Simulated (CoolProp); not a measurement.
Vapour-liquid equilibrium of hydrogen sulfide (1) + benzene (2) at 55.95 °C; x and y are mole fractions of (1).

The numbers come from the multi-fluid Helmholtz-energy mixture model, Lemmon 2006 and Thol 2012; pair parameters Bell 2016 in CoolProp.

```json
[
 {"x": "0.05", "bubble pressure (MPa)": "0.2054", "y at the bubble point": "0.782", "dew pressure at overall composition x (MPa)": "0.04757", "liquid density (mol/L)": "11.08"},
 {"x": "0.15", "bubble pressure (MPa)": "0.5231", "y at the bubble point": "0.917", "dew pressure at overall composition x (MPa)": "0.05320", "liquid density (mol/L)": "___"},
 {"x": "0.25", "bubble pressure (MPa)": "0.8457", "y at the bubble point": "0.950", "dew pressure at overall composition x (MPa)": "0.06030", "liquid density (mol/L)": "12.52"},
 {"x": "0.35", "bubble pressure (MPa)": "1.181", "y at the bubble point": "0.966", "dew pressure at overall composition x (MPa)": "0.06958", "liquid density (mol/L)": "13.35"},
 {"x": "0.45", "bubble pressure (MPa)": "1.535", "y at the bubble point": "0.976", "dew pressure at overall composition x (MPa)": "0.08220", "liquid density (mol/L)": "14.27"},
 {"x": "0.55", "bubble pressure (MPa)": "1.913", "y at the bubble point": "0.982", "dew pressure at overall composition x (MPa)": "0.1004", "liquid density (mol/L)": "15.27"},
 {"x": "0.65", "bubble pressure (MPa)": "___", "y at the bubble point": "0.987", "dew pressure at overall composition x (MPa)": "0.1288", "liquid density (mol/L)": "___"},
 {"x": "0.75", "bubble pressure (MPa)": "2.750", "y at the bubble point": "0.991", "dew pressure at overall composition x (MPa)": "0.1797", "liquid density (mol/L)": "17.54"},
 {"x": "0.85", "bubble pressure (MPa)": "3.216", "y at the bubble point": "0.995", "dew pressure at overall composition x (MPa)": "0.2967", "liquid density (mol/L)": "18.74"},
 {"x": "0.95", "bubble pressure (MPa)": "3.728", "y at the bubble point": "0.998", "dew pressure at overall composition x (MPa)": "0.8392", "liquid density (mol/L)": "19.81"}
]
```

Fill in the missing entries.


- 0.15, liquid density (mol/L): 11.76
- 0.65, bubble pressure (MPa): 2.317
- 0.65, liquid density (mol/L): 16.37

No azeotrope shows between x = 0.05 and 0.95.

Pair parameters are fitted to limited data, so mixtures are less certain than the pure fluids.
